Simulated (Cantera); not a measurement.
A closed system holds: 1 mol CH3SiH3, 0.011 mol C3H8, 37 mol H2, at 1127 °C and 0.810 bar.

These are equilibrium values from Cantera (NASA tables, ideal gas, pure condensed phases), not measurements of a reactor. Candidate condensed phases: C, C6H6, C7H8, C8H18, Si, SiC; 87 gas species. The feed counts by its element totals alone. Equilibrium is a limit: real reactors are often held back by kinetics, nucleation or transport.

Base state: H2 0.999, CH4 0.000824 (mole fractions); condensed: SiC(s).

Task: What changes in the equilibrium state with this change: temperature from 1127 °C to 2000 °C?

Result: 
```
species             before     after
----------------  --------  --------
H2                   0.999     0.989
H                  5.40e-6   0.00929
C2H2 (acetylene)   1.40e-7  0.000637
CH4               0.000824   7.39e-5
Si                   <1e-9  0.000291
SiH                  <1e-9  0.000101
Si2C                 <1e-9   2.18e-5
SiH2               7.65e-9  0.000132
CH3                8.93e-8   1.31e-5
SiC(s), mol          1.000     0.977
```
Gases not in the tables: Si2H6 and higher silanes.

Task: What changes in the equilibrium state with this change: pressure from 0.810 bar to 6.70 mbar?

Result: 
```json
[
 {"species": "H2", "before": "0.999", "after": "1.000"},
 {"species": "H", "before": "5.40e-6", "after": "5.94e-5"},
 {"species": "CH4", "before": "0.000824", "after": "2.89e-5"},
 {"species": "SiC(s), mol", "before": "1.000", "after": "1.00"},
 {"species": "C(graphite), mol", "before": "0", "after": "0.0316"}
]
```
